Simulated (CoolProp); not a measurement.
Octamethyltrisiloxane (MDM) along the isotherm 301.85 °C: Z from the reference equation and from simpler models built on Tc = 292.2 °C, pc = 1438 kPa, ω = 0.528; each cubic takes its own stable root.

Computed with CoolProp (reference Helmholtz-energy equation of state, Thol 2017).

| p (kPa) | phase | reference |
|---|---|---|
| 898 | gas | 0.7617 |
| 1800 | supercritical | 0.2508 |
| 2700 | supercritical | 0.3010 |
| 3590 | supercritical | 0.3737 |
| 4490 | supercritical | 0.4479 |
| 5390 | supercritical | 0.5211 |
| 6290 | supercritical | 0.5934 |
| 7190 | supercritical | 0.6646 |
| 8090 | supercritical | 0.7349 |
| 8980 | supercritical | 0.8035 |
| 9880 | supercritical | 0.8722 |
| 10800 | supercritical | 0.9416 |
| 11700 | supercritical | 1.009 |
| 12600 | supercritical | 1.076 |
| 13500 | supercritical | 1.142 |
| 14400 | supercritical | 1.207 |

Task: How far does each simpler model (van der Waals, Redlich-Kwong, Soave-Redlich-Kwong, Peng-Robinson) lie from the reference over these 16 states: mean and median of the absolute difference, and the worst?

Result: 
- van der Waals: mean 32.9 %, median 34.8 %, worst +37.1 % at 301.85 °C and 2700 kPa
- Redlich-Kwong: mean 6.5 %, median 5.4 %, worst +14.9 % at 301.85 °C and 1800 kPa
- Soave-Redlich-Kwong: mean 7.8 %, median 6.0 %, worst +23.1 % at 301.85 °C and 1800 kPa
- Peng-Robinson: mean 4.9 %, median 5.2 %, worst +13.1 % at 301.85 °C and 1800 kPa
